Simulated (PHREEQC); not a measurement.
Solution (25 °C): 0.14 mol KHCO3, 0.00054 mol KOH and 4.3e-05 mol KCl per kg of water. Closed to the air; pH follows from the charge balance.

Computed with PHREEQC (ion-association model, phreeqc.dat).

No solid was allowed to form.

Question: Estimate the pH.

Answer: pH 8.17.

Question: In which forms is C present?

Answer: HCO3- 97 %, CO3-2 1.5 %, CO2 1.1 % of the C.

Species that the database lacks are ignored.
